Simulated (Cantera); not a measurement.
# Reactions in the system N-O-Zr

Source: NASA polynomial tables (part measured, part estimated), evaluated in Cantera. Values are per mole of reaction as written; species without (g) are pure solids or liquids, kept so even where they would boil at 1 bar. ZrN: taken at fixed stoichiometry.

2 O(g) + Zr ⇌ ZrO2

```tsv
T (K)	ΔH° (kJ)	ΔS° (J/K)	ΔG° (kJ)	log10 K	condensed phases
675	-1596.9	-313.8	-1385.1	107.19	Zr(α), ZrO2(monoclinic)
825	-1596.6	-313.3	-1338.1	84.72	Zr(α), ZrO2(monoclinic)
975	-1596.2	-312.9	-1291.1	69.17	Zr(α), ZrO2(monoclinic)
1125	-1595.8	-312.5	-1244.2	57.77	Zr(α), ZrO2(monoclinic)
1275	-1598.7	-315.1	-1196.9	49.03	Zr(β), ZrO2(monoclinic)
1425	-1597.5	-314.2	-1149.7	42.14	Zr(β), ZrO2(monoclinic)
```

2 N2O(g) + ZrN ⇌ ZrO2(g) + 5 N(g)

| T (K) | ΔH° (kJ) | ΔS° (J/K) | ΔG° (kJ) | log10 K |
|---|---|---|---|---|
| 675 | 2286.2 | 577.7 | 1896.2 | -146.74 |
| 825 | 2287.0 | 578.8 | 1809.5 | -114.56 |
| 975 | 2287.0 | 578.8 | 1722.7 | -92.29 |
| 1125 | 2286.4 | 578.2 | 1635.9 | -75.95 |
| 1275 | 2285.2 | 577.3 | 1549.2 | -63.47 |
| 1425 | 2283.7 | 576.1 | 1462.7 | -53.61 |
